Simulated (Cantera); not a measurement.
Charge: 1 mol Ta(OEt)5, a varied amount of O2, at 2750 K and 0.00825 Torr.

Equilibrium computed with Cantera from the NASA thermochemical tables; the gas is ideal and each condensed phase is pure. Candidate condensed phases: C, C6H6, C7H8, C8H18, H2O, Ta, TaC, Ta2O5; 113 gas species. The feed counts by its element totals alone. Mutual solubility and eutectic melting of coexisting phases are not modelled. TaC: taken at fixed stoichiometry. Condensed phases not in the tables: Ta2C, N, O or C dissolved in the metal. Kinetics and transport are ignored.

x: gas mole fraction; n: condensed amount in mol.

| n(O2) (mol) | x H | x CO | x C | x O | x TaO | x C3 | x C2 | n TaC(s) | n Ta(s) |
|---|---|---|---|---|---|---|---|---|---|
| 0.12 | 0.755 | 0.159 | 0.0674 | 8.94e-9 | 1.49e-8 | 0.0116 | 0.00572 | 0.999 | 0 |
| 0.17 | 0.754 | 0.162 | 0.0663 | 9.25e-9 | 1.57e-8 | 0.0111 | 0.00554 | 0.999 | 0 |
| 0.23 | 0.753 | 0.165 | 0.0650 | 9.64e-9 | 1.67e-8 | 0.0104 | 0.00531 | 0.999 | 0 |
| 0.32 | 0.751 | 0.170 | 0.0629 | 1.03e-8 | 1.84e-8 | 0.00944 | 0.00498 | 0.999 | 0 |
| 0.43 | 0.749 | 0.176 | 0.0603 | 1.11e-8 | 2.07e-8 | 0.00830 | 0.00457 | 0.999 | 0 |
| 0.59 | 0.746 | 0.185 | 0.0562 | (withheld) | (withheld) | (withheld) | (withheld) | 0.999 | 0 |
| 0.81 | 0.743 | 0.197 | 0.0502 | 1.49e-8 | 3.35e-8 | 0.00479 | 0.00317 | 0.999 | 0 |
| 1.1 | 0.739 | 0.214 | 0.0412 | 1.97e-8 | 5.38e-8 | 0.00265 | 0.00213 | 0.998 | 0 |
| 1.5 | 0.735 | 0.236 | 0.0259 | 3.46e-8 | 1.50e-7 | 0.000659 | 0.000844 | 0.997 | 0 |
| 2.1 | 0.727 | 0.268 | 0.000732 | 1.39e-6 | 0.000213 | 1.49e-8 | 6.75e-7 | 0.782 | 0.111 |
| 2.8 | 0.699 | 0.280 | 9.78e-6 | 0.000109 | 0.0167 | <1e-12 | 1.20e-10 | 0 | 0.300 |
| 3.9 | 0.662 | 0.266 | 2.30e-8 | 0.0439 | 0.0228 | <1e-12 | <1e-12 | 0 | 0 |

Problem. What belongs in the gaps?

Solution. 
- 0.59, x O: 1.25e-8
- 0.59, x TaO: 2.50e-8
- 0.59, x C3: 0.00674
- 0.59, x C2: 0.00398
